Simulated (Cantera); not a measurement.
A diamond (100) surface in a fixed gas of H2 with x(CH4) = 0.011, x(H) = 0.032, x(CH3) = 0.00012, at 1000 K; coverages are run to steady state.

Computed with Cantera and the Harris–Goodwin 1993 mechanism for the reconstructed diamond (100) surface.

θ: site fractions in the mechanism's names (c6HH fully hydrogenated, c6H* and c6*H radical sites, c6** diradical, c6HM methylated).

```json
[
 {"P (Pa)": "1200", "growth (µm/h)": "(withheld)", "θ c6HH": "0.595", "θ c6H*": "0.0184", "θ c6*H": "0.374", "θ c6**": "0.00980", "θ c6HM": "0.00200"},
 {"P (Pa)": "1800", "growth (µm/h)": "(withheld)", "θ c6HH": "0.595", "θ c6H*": "0.0184", "θ c6*H": "0.374", "θ c6**": "0.00980", "θ c6HM": "0.00202"},
 {"P (Pa)": "2600", "growth (µm/h)": "(withheld)", "θ c6HH": "0.595", "θ c6H*": "0.0184", "θ c6*H": "0.374", "θ c6**": "0.00981", "θ c6HM": "0.00203"},
 {"P (Pa)": "3800", "growth (µm/h)": "(withheld)", "θ c6HH": "0.595", "θ c6H*": "0.0185", "θ c6*H": "0.374", "θ c6**": "0.00982", "θ c6HM": "0.00203"},
 {"P (Pa)": "5600", "growth (µm/h)": "(withheld)", "θ c6HH": "0.595", "θ c6H*": "0.0186", "θ c6*H": "0.374", "θ c6**": "0.00984", "θ c6HM": "0.00204"},
 {"P (Pa)": "8300", "growth (µm/h)": "(withheld)", "θ c6HH": "0.595", "θ c6H*": "0.0188", "θ c6*H": "0.374", "θ c6**": "0.00986", "θ c6HM": "0.00205"},
 {"P (Pa)": "12000", "growth (µm/h)": "(withheld)", "θ c6HH": "0.595", "θ c6H*": "0.0191", "θ c6*H": "0.373", "θ c6**": "0.00990", "θ c6HM": "0.00205"},
 {"P (Pa)": "18000", "growth (µm/h)": "(withheld)", "θ c6HH": "0.595", "θ c6H*": "0.0195", "θ c6*H": "0.373", "θ c6**": "0.00996", "θ c6HM": "0.00206"}
]
```

### Question
Fill in the missing entries.

### Answer

- 1200, growth (µm/h): 0.747
- 1800, growth (µm/h): 1.13
- 2600, growth (µm/h): 1.64
- 3800, growth (µm/h): 2.41
- 5600, growth (µm/h): 3.56
- 8300, growth (µm/h): 5.29
- 12000, growth (µm/h): 7.66
- 18000, growth (µm/h): 11.5
